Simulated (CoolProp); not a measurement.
Saturation properties of dodecamethylpentasiloxane (MD3M) (Tc = 628.0 K, pc = 954.0 kPa, ω = 0.730).

The numbers come from the reference Helmholtz-energy equation of state, Thol 2019 in CoolProp.

```tsv
T (K)	p (kPa)	liquid density (kg/m³)	vapour density (kg/m³)	enthalpy of vaporisation (kJ/kg)	liquid cp (kJ/(kg K))
399.7	4.014	770.0	0.4697	144.8	1.935
409.3	5.954	760.2	0.6827	141.8	1.955
418.9	8.619	750.2	0.9699	138.8	1.975
428.5	12.20	740.1	1.350	135.8	1.996
438	16.87	729.9	1.837	132.7	2.016
447.6	22.96	719.4	2.466	129.7	2.036
457.2	30.73	708.7	3.261	126.5	2.057
466.7	40.36	697.9	4.240	123.3	2.077
476.3	52.40	686.8	5.461	120.1	2.098
485.9	67.13	675.3	6.955	116.7	2.120
495.5	84.94	663.5	8.769	113.2	2.141
505	106.0	651.5	10.94	109.7	2.164
```

It boils at 503.0 K under 1 atm.
